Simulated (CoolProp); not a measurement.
Saturation properties of R11 (Tc = 471.1 K, pc = 4408 kPa, ω = 0.189).

Values from CoolProp's reference Helmholtz-energy equation of state, Jacobsen 1992.

```csv
T (K),p (kPa),surface tension (mN/m),liquid viscosity (µPa s)
322.5,231.7,14.7,(withheld)
333.6,317.2,13.4,311
344.6,(withheld),(withheld),282
355.7,556.1,10.8,255
366.7,715.8,9.49,232
377.8,909.0,8.25,(withheld)
388.8,1136,7.05,(withheld)
399.9,1405,5.89,(withheld)
410.9,1714,4.78,153
421.9,(withheld),3.71,136
433,(withheld),2.70,120
```

Q: Complete the blanks.

A: 
- 322.5, liquid viscosity (µPa s): 344
- 344.6, p (kPa): 423.6
- 344.6, surface tension (mN/m): 12.1
- 377.8, liquid viscosity (µPa s): 210
- 388.8, liquid viscosity (µPa s): 190
- 399.9, liquid viscosity (µPa s): 171
- 421.9, p (kPa): 2071
- 433, p (kPa): 2484

It boils at 296.9 K under 1 atm.

Viscosity comes from a separate model (Klein 1997), an estimate that may be off by 10 % or more. Surface tension comes from a separate correlation (Mulero 2012).
